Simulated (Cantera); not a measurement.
# SiH4 + NO (silicon oxide and oxynitride deposition)

Input: 1 mol SiH4, a varied amount of NO, at 648.15 K and 16.0 Pa.

Equilibrium computed with Cantera from the NASA thermochemical tables; the gas is ideal and each condensed phase is pure. Candidate condensed phases: H2O, Si, SiO2, Si2N2O, Si3N4; 35 gas species. Equilibrium is a limit: real reactors are often held back by kinetics, nucleation or transport.

At 1.7 mol NO the condensed part is SiO2(α-quartz) + Si2N2O(s). From 2.3 mol NO to 22 mol NO the condensed part is SiO2(α-quartz).

```
n(NO) (mol)    x H2   x N2    x H2O    x O2    x NH3  n SiO2(α-quartz)  n Si2N2O(s)
-----------  ------  -----  -------  ------  -------  ----------------  -----------
1.7           0.727  0.273  2.15e-7  <1e-12  9.97e-7             0.800        0.100
2.3           0.540  0.365   0.0952  <1e-12  7.38e-7              1.00            0
3.2           0.222  0.444    0.333  <1e-12  2.15e-7              1.00            0
4.4          <1e-12  0.500    0.455  0.0455   <1e-12              1.00            0
6.1          <1e-12  0.500    0.328   0.172   <1e-12              1.00            0
8.3          <1e-12  0.500    0.241   0.259   <1e-12              1.00            0
11           <1e-12  0.500    0.182   0.318   <1e-12              1.00            0
16           <1e-12  0.500    0.125   0.375   <1e-12              1.00            0
22           <1e-12  0.500   0.0909   0.409   <1e-12              1.00            0
```
x: gas mole fraction; n: condensed amount in mol.
